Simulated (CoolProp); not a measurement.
Saturation properties of carbon dioxide.

The numbers come from the reference Helmholtz-energy equation of state, Span 1996 in CoolProp.

| T (°C) | p (kPa) | liquid cp (kJ/(kg K)) | vapour Z | surface tension (mN/m) |
|---|---|---|---|---|
| -40.55 | 984.3 | 2.009 | 0.8748 | 12.8 |
| -36.25 | 1150 | 2.032 | 0.8605 | 11.8 |
| -31.85 | 1341 | 2.060 | 0.8448 | 10.9 |
| -27.55 | 1549 | 2.092 | 0.8283 | 9.96 |
| -23.15 | 1785 | 2.132 | 0.8103 | 9.03 |
| -18.85 | 2040 | 2.179 | 0.7914 | 8.14 |
| -14.45 | 2328 | 2.236 | 0.7708 | 7.25 |
| -10.05 | 2645 | 2.306 | 0.7487 | 6.38 |
| -5.75 | 2984 | 2.392 | 0.7255 | 5.55 |
| -1.35 | 3362 | 2.502 | 0.6999 | 4.73 |
| 2.95 | 3765 | 2.643 | 0.6728 | 3.95 |
| 7.35 | 4214 | 2.840 | 0.6425 | 3.19 |
| 11.65 | 4689 | 3.117 | 0.6097 | 2.48 |
| 16.05 | 5217 | 3.565 | 0.5719 | 1.79 |
| 20.35 | 5776 | 4.350 | 0.5289 | 1.17 |

Surface tension comes from a separate correlation (Mulero 2012).
